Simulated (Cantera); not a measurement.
# Diamond growth

A diamond (100) surface in a fixed gas of H2 with x(CH4) = 0.0034, x(H) = 0.00049, at 1148 K, 82.5 Torr; coverages are run to steady state.

Model: the Harris–Goodwin 1993 mechanism for the reconstructed diamond (100) surface, integrated in Cantera.

```tsv
x(CH3)	growth (µm/h)	θ c6HH	θ c6H*	θ c6*H	θ c6**	θ c6HM
1e-06	0.0181	0.509	0.0312	0.444	0.0155	9.47e-5
2.5e-06	0.0453	0.509	0.0312	0.444	0.0155	0.000237
6.4e-06	0.116	0.508	0.0312	0.444	0.0155	0.000605
1.6e-05	0.289	0.508	0.0311	0.443	0.0154	0.00151
4.1e-05	0.734	0.506	0.0310	0.441	0.0152	0.00384
0.0001	1.76	0.502	0.0307	0.437	0.0148	0.00923
0.00026	4.36	0.490	0.0300	0.427	0.0137	0.0231
0.00065	9.85	0.467	0.0284	0.404	0.0115	0.0529
0.0017	20.7	0.418	0.0251	0.357	0.00790	0.115
```
θ: site fractions in the mechanism's names (c6HH fully hydrogenated, c6H* and c6*H radical sites, c6** diradical, c6HM methylated).
